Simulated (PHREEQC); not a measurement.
Solution (20 °C): 13 mmol/kgw HF, 2.4 mmol/kgw (NH4)2SiF6, 62 mmol/kgw HBF4 and 0.046 mmol/kgw H2SO4. Closed to the air; pH follows from the charge balance.

Computed with PHREEQC (ion-association model, wateq4f.dat).

```json
[
 {"quantity": "pH", "before": "1.28", "after": "1.30"},
 {"quantity": "ionic strength (mol/kgw)", "before": "0.0689", "after": "0.0667"},
 {"quantity": "HF (mol/kgw)", "before": "0.0154", "after": "0.0252"},
 {"quantity": "BF3OH- (mol/kgw)", "before": "0.00128", "after": "0.00168"},
 {"quantity": "H2F2 (mol/kgw)", "before": "0.000752", "after": "0.000439"},
 {"quantity": "SI of Quartz (SiO2)", "before": "-2.24", "after": "-0.69"}
]
```

### Question
Name the change that produced these shifts.
A. (NH4)2SiF6 from 0.0024 to 0.012 mol/kgw
B. HF replaced by NH4BF4 at the same molality
C. temperature from 20 to 60 °C
D. diluted 100-fold with water

### Answer
C, temperature from 20 to 60 °C

This is a speciation only: nothing precipitates in the calculation. Away from 25 °C the constants follow the database's enthalpies or fits; those with neither stay at their 25 °C values. SiF6-2 is the database's only silicon fluoride. Real BF4- forms and hydrolyses slowly; the run takes it at equilibrium.
